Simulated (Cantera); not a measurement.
A perfectly stirred reactor is fed with CO : O₂ : H₂O : N₂ = 0.0096 : 0.0066 : 0.022 : 1 (molar parts), at 0.240 bar; it is held at 1473 K, and followed from long to short residence time.

Computed with Cantera and GRI-Mech 3.0 (53 species, 325 reactions).

Problem. What does this change do: H2O 0.022 to 0.17 parts?

Solution. 
```tsv
quantity	before	after
x(CO) at τ = 5.80 s	0.000138	4.50e-5
x(O₂) at τ = 5.80 s	0.00183	0.00162
x(H₂O) at τ = 5.80 s	0.0211	0.144
x(H₂) at τ = 5.80 s	0.000110	0.000229
x(NO) at τ = 5.80 s	1.64e-6	3.48e-7
x(CO) at τ = 63.0 ms	0.00135	0.000561
x(O₂) at τ = 63.0 ms	0.00280	0.00265
x(H₂O) at τ = 63.0 ms	0.0198	0.141
x(H₂) at τ = 63.0 ms	0.000898	0.00189
x(NO) at τ = 63.0 ms	1.29e-6	1.73e-7
```
